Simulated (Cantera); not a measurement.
CH4 + H2O + N2 + NH3 (carbon deposition, reforming and gasification)

Charge: 1 mol CH4, 0.037 mol H2O, 23 mol N2, 1.7 mol NH3, at 1700 K.

These are equilibrium values from Cantera (NASA tables, ideal gas, pure condensed phases), not measurements of a reactor. Candidate condensed phases: C, C6H6, C7H8, C8H18, H2O; 136 gas species. The ideal-gas law is rough above about 30 bar. The numbers say what is thermodynamically allowed, not how fast it happens.

```tsv
P (Pa)	x N2	x H2	x H	x CH4	x HCN	x CO	x NH3	x HNC	n C(graphite)
10	0.834	0.157	0.00584	2.70e-9	0.00133	0.00130	2.07e-10	3.97e-5	0.923
160	0.836	0.160	0.00147	4.46e-8	0.00134	0.00130	3.39e-9	4.00e-5	0.923
2500	0.837	0.160	0.000373	7.03e-7	0.00134	0.00130	5.34e-8	4.01e-5	0.923
40000	0.837	0.160	9.33e-5	1.13e-5	0.00134	0.00130	8.55e-7	4.01e-5	0.923
630000	0.837	0.160	2.35e-5	0.000177	0.00134	0.00130	1.34e-5	4.01e-5	0.918
10000000	0.839	0.155	5.81e-6	0.00264	0.00132	0.00129	0.000204	3.95e-5	0.848
```
x: gas mole fraction; n: condensed amount in mol.

From 0.000100 bar to 100 bar the condensed part is C(graphite). The main C-bearing gas is HCN at 0.000100 bar and CH4 at 100 bar.
